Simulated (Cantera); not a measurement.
Input: 1 mol MgO, 1.4 mol H2S, 0.19 mol CO2, held at 1375 K and 10.0 mbar.

Method: chemical equilibrium by Gibbs-energy minimisation in Cantera with the NASA 1993 tables (ideal gas, pure condensed phases). Candidate condensed phases: C, C6H6, C7H8, C8H18, H2O, H2SO4, Mg, MgCO3, MgO, Mg(OH)2, MgS, MgSO4, S; 130 gas species. Kinetics and transport are ignored.

Base state: H2 0.425, S2 0.252, H2S 0.150, H2O 0.0813, CO 0.0808, CO2 0.00748, SH 0.00308, COS 0.000928 (mole fractions); condensed: MgO(s).

**Question.** What changes in the equilibrium state with this change: CO2 from 0.19 to 0.1 mol?

**Answer.** 
| species | before | after |
|---|---|---|
| H2 | 0.425 | 0.473 |
| S2 | 0.252 | 0.259 |
| H2S | 0.150 | 0.169 |
| H2O | 0.0813 | 0.0469 |
| CO | 0.0808 | 0.0465 |
| SO2 | 0.000143 | 3.91e-5 |
| CO2 | 0.00748 | 0.00223 |
| SO | 9.52e-5 | 5.01e-5 |
| MgO(s), mol | 1.00 | 1.00 |

**Question.** What changes in the equilibrium state with this change: temperature from 1375 K to 1923 K?

**Answer.** 
```json
[
 {"species": "H2", "before": "0.425", "after": "0.503"},
 {"species": "S2", "before": "0.252", "after": "0.272"},
 {"species": "CO", "before": "0.0808", "after": "0.0796"},
 {"species": "H2S", "before": "0.150", "after": "0.0193"},
 {"species": "SH", "before": "0.00308", "after": "0.0221"},
 {"species": "H2O", "before": "0.0813", "after": "0.0697"},
 {"species": "Mg", "before": "1.52e-8", "after": "0.00349"},
 {"species": "MgS", "before": "4.81e-9", "after": "0.000303"},
 {"species": "MgOH", "before": "<1e-9", "after": "2.55e-5"},
 {"species": "OH", "before": "7.69e-8", "after": "7.97e-5"},
 {"species": "H", "before": "2.23e-5", "after": "0.00668"},
 {"species": "MgO(s), mol", "before": "1.00", "after": "0.991"}
]
```
